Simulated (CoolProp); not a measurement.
Saturated liquid density (kg/m³) of hexamethyldisiloxane (MM): the reference equation beside estimates from Tc = 518.7 K, pc = 1931 kPa, ω = 0.418.

Values from CoolProp's reference Helmholtz-energy equation of state, Thol 2016.

```json
[
 {"T (K)": "303.4", "reference": "753.9", "van der Waals": "452.7", "Soave-Redlich-Kwong": "701.7", "Peng-Robinson": "790.6"},
 {"T (K)": "316", "reference": "[?]", "van der Waals": "445.4", "Soave-Redlich-Kwong": "690.7", "Peng-Robinson": "778.9"},
 {"T (K)": "328.6", "reference": "726.7", "van der Waals": "437.7", "Soave-Redlich-Kwong": "679.0", "Peng-Robinson": "766.3"},
 {"T (K)": "341.1", "reference": "712.8", "van der Waals": "429.8", "Soave-Redlich-Kwong": "666.5", "Peng-Robinson": "752.9"},
 {"T (K)": "353.7", "reference": "698.5", "van der Waals": "421.4", "Soave-Redlich-Kwong": "653.2", "Peng-Robinson": "738.4"},
 {"T (K)": "366.3", "reference": "683.7", "van der Waals": "412.8", "Soave-Redlich-Kwong": "638.9", "Peng-Robinson": "722.8"},
 {"T (K)": "378.9", "reference": "[?]", "van der Waals": "403.7", "Soave-Redlich-Kwong": "623.5", "Peng-Robinson": "706.0"},
 {"T (K)": "391.5", "reference": "652.6", "van der Waals": "394.1", "Soave-Redlich-Kwong": "606.9", "Peng-Robinson": "687.7"},
 {"T (K)": "404", "reference": "636.3", "van der Waals": "384.0", "Soave-Redlich-Kwong": "589.1", "Peng-Robinson": "668.0"},
 {"T (K)": "416.6", "reference": "618.9", "van der Waals": "373.3", "Soave-Redlich-Kwong": "569.6", "Peng-Robinson": "646.3"},
 {"T (K)": "429.2", "reference": "600.6", "van der Waals": "361.8", "Soave-Redlich-Kwong": "[?]", "Peng-Robinson": "[?]"},
 {"T (K)": "441.8", "reference": "580.9", "van der Waals": "349.5", "Soave-Redlich-Kwong": "524.9", "Peng-Robinson": "595.8"},
 {"T (K)": "454.4", "reference": "559.6", "van der Waals": "336.0", "Soave-Redlich-Kwong": "498.9", "Peng-Robinson": "[?]"},
 {"T (K)": "466.9", "reference": "536.1", "van der Waals": "321.2", "Soave-Redlich-Kwong": "469.9", "Peng-Robinson": "532.6"}
]
```

### Question
What belongs in the gaps?

### Answer

- 316, reference: 740.5
- 378.9, reference: 668.5
- 429.2, Soave-Redlich-Kwong: 548.3
- 429.2, Peng-Robinson: 622.4
- 454.4, Peng-Robinson: 566.1

Absolute difference from the reference over all 14 rows, mean and median: van der Waals 39.8 and 39.7 %, Soave-Redlich-Kwong 7.9 and 7.0 %, Peng-Robinson 4.4 and 5.1 %.
